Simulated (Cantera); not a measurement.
A closed system holds: 1 mol Si3N4, 0.064 mol C, 0.044 mol N2, equilibrated at 93.0 Pa.

Cantera equilibrium calculation (NASA polynomials, part measured and part estimated; ideal gas, pure solids and liquids). Candidate condensed phases: C, Si, SiC, Si3N4; 20 gas species. Mutual solubility and eutectic melting of coexisting phases are not modelled. Kinetics and transport are ignored.

Q: Which condensed phases are stable at each of these points (T (°C)): 1825, 1925, 2025, 2125, 2225, 2325, 2425, 2525?

A: 
```tsv
T (°C)	condensed phases	Si condensed (%)
1825	Si(l) + SiC(s)	87.2
1925	Si(l)	48.0
2025	gas only	0.0
2125	gas only	0.0
2225	gas only	0.0
2325	gas only	0.0
2425	gas only	0.0
2525	gas only	0.0
```

At 1825 °C the condensed part is Si(l) + SiC(s). At 1925 °C the condensed part is Si(l). From 2025 °C to 2525 °C nothing is condensed.
